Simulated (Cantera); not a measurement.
**Equilibrium for hydrogen reduction and annealing atmospheres: SiO2 + H2**

A closed system holds: 1 mol SiO2, 200 mol H2, equilibrated at 100 Torr.

These are equilibrium values from Cantera (NASA tables, ideal gas, pure condensed phases), not measurements of a reactor. Candidate condensed phases: H2O, Si, SiO2; 18 gas species. The tables hold silica as quartz up to 1696 K and as liquid above; real silica turns to tridymite and cristobalite and melts near 1996 K. The numbers say what is thermodynamically allowed, not how fast it happens.

```json
[
 {"T (K)": "1350", "x H2": "1.000", "x H": "6.53e-6", "x SiO": "1.01e-5", "x H2O": "1.01e-5", "x OH": "1.07e-12", "x SiO2": "<1e-12", "x Si": "4.46e-12", "n SiO2(β-quartz)": "0.998", "n SiO2(condensed)": "0"},
 {"T (K)": "1450", "x H2": "1.000", "x H": "2.59e-5", "x SiO": "5.36e-5", "x H2O": "5.36e-5", "x OH": "3.33e-11", "x SiO2": "3.12e-12", "x Si": "2.90e-11", "n SiO2(β-quartz)": "0.989", "n SiO2(condensed)": "0"},
 {"T (K)": "1550", "x H2": "0.999", "x H": "8.62e-5", "x SiO": "0.000228", "x H2O": "0.000228", "x OH": "6.61e-10", "x SiO2": "7.39e-11", "x Si": "1.48e-10", "n SiO2(β-quartz)": "0.954", "n SiO2(condensed)": "0"},
 {"T (K)": "1650", "x H2": "0.998", "x H": "0.000249", "x SiO": "0.000809", "x H2O": "0.000809", "x OH": "9.10e-9", "x SiO2": "1.19e-9", "x Si": "6.17e-10", "n SiO2(β-quartz)": "0.838", "n SiO2(condensed)": "0"},
 {"T (K)": "1750", "x H2": "0.994", "x H": "0.000635", "x SiO": "0.00245", "x H2O": "0.00245", "x OH": "9.17e-8", "x SiO2": "1.35e-8", "x Si": "2.18e-9", "n SiO2(β-quartz)": "0", "n SiO2(condensed)": "0.509"},
 {"T (K)": "1850", "x H2": "0.989", "x H": "0.00147", "x SiO": "0.00497", "x H2O": "0.00497", "x OH": "5.45e-7", "x SiO2": "6.83e-8", "x Si": "6.73e-9", "n SiO2(β-quartz)": "0", "n SiO2(condensed)": "0"},
 {"T (K)": "1950", "x H2": "0.987", "x H": "0.00312", "x SiO": "0.00497", "x H2O": "0.00497", "x OH": "1.43e-6", "x SiO2": "8.16e-8", "x Si": "1.85e-8", "n SiO2(β-quartz)": "0", "n SiO2(condensed)": "0"},
 {"T (K)": "2050", "x H2": "0.984", "x H": "0.00616", "x SiO": "0.00496", "x H2O": "0.00496", "x OH": "3.39e-6", "x SiO2": "9.60e-8", "x Si": "4.63e-8", "n SiO2(β-quartz)": "0", "n SiO2(condensed)": "0"},
 {"T (K)": "2150", "x H2": "0.979", "x H": "0.0114", "x SiO": "0.00495", "x H2O": "0.00494", "x OH": "7.45e-6", "x SiO2": "1.11e-7", "x Si": "1.06e-7", "n SiO2(β-quartz)": "0", "n SiO2(condensed)": "0"}
]
```
x: gas mole fraction; n: condensed amount in mol.

From 1350 K to 1650 K the condensed part is SiO2(β-quartz). At 1750 K the condensed part is SiO2(condensed). From 1850 K to 2150 K nothing is condensed. The main Si-bearing gas is SiO throughout.
